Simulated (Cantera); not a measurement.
A closed system holds: 1 mol Nb, 0.1 mol H₂O, at 0.00250 bar.

Method: chemical equilibrium by Gibbs-energy minimisation in Cantera with the NASA 1993 tables (ideal gas, pure condensed phases). Candidate condensed phases: H₂O, Nb, NbO, NbO₂, Nb₂O₅; 12 gas species. Mutual solubility and eutectic melting of coexisting phases are not modelled. NbO: taken at fixed stoichiometry. Condensed phases not in the tables: N, O or C dissolved in the metal. Kinetics and transport are ignored.

x: gas mole fraction; n: condensed amount in mol.

| T (°C) | x H₂ | x H | x NbO₂ | x H₂O | x NbO | x OH | n Nb(s) | n NbO(s) |
|---|---|---|---|---|---|---|---|---|
| 1300 | 0.999 | 0.000813 | 9.98e-9 | 0.000111 | 3.78e-9 | ? | 0.900 | 0.1000 |
| 1350 | 0.998 | 0.00138 | 4.24e-8 | 0.000162 | 1.55e-8 | ? | 0.900 | 0.1000 |
| 1400 | 0.997 | 0.00227 | 1.65e-7 | 0.000231 | 5.82e-8 | ? | 0.900 | 0.1000 |
| 1450 | 0.996 | 0.00364 | 5.90e-7 | 0.000323 | 2.02e-7 | ? | 0.900 | 0.1000 |
| 1500 | 0.994 | 0.00567 | 1.96e-6 | 0.000441 | 6.54e-7 | ? | 0.900 | 0.1000 |
| 1550 | 0.991 | 0.00863 | 6.09e-6 | 0.000592 | 1.98e-6 | ? | 0.900 | 0.0999 |
| 1600 | 0.986 | 0.0128 | 1.77e-5 | 0.000780 | 5.62e-6 | ? | 0.900 | 0.0999 |
| 1650 | 0.980 | 0.0187 | 4.88e-5 | 0.00101 | 1.51e-5 | ? | 0.900 | 0.0999 |
| 1700 | 0.972 | 0.0266 | 0.000127 | 0.00129 | 3.86e-5 | ? | 0.900 | 0.0998 |
| 1750 | 0.961 | 0.0372 | 0.000315 | 0.00161 | 9.40e-5 | ? | 0.900 | 0.0998 |
| 1800 | 0.946 | 0.0512 | 0.000747 | 0.00199 | 0.000219 | ? | 0.900 | 0.0996 |
| 1850 | 0.926 | 0.0691 | 0.00170 | 0.00241 | 0.000488 | ? | 0.900 | 0.0993 |
| 1900 | 0.901 | 0.0916 | 0.00370 | 0.00287 | 0.00105 | ? | 0.901 | 0.0988 |

**Question.** Complete the blanks.

**Answer.** 
- 1300, x OH: 3.26e-9
- 1350, x OH: 9.39e-9
- 1400, x OH: 2.54e-8
- 1450, x OH: 6.47e-8
- 1500, x OH: 1.56e-7
- 1550, x OH: 3.59e-7
- 1600, x OH: 7.87e-7
- 1650, x OH: 1.65e-6
- 1700, x OH: 3.34e-6
- 1750, x OH: 6.50e-6
- 1800, x OH: 1.22e-5
- 1850, x OH: 2.22e-5
- 1900, x OH: 3.91e-5
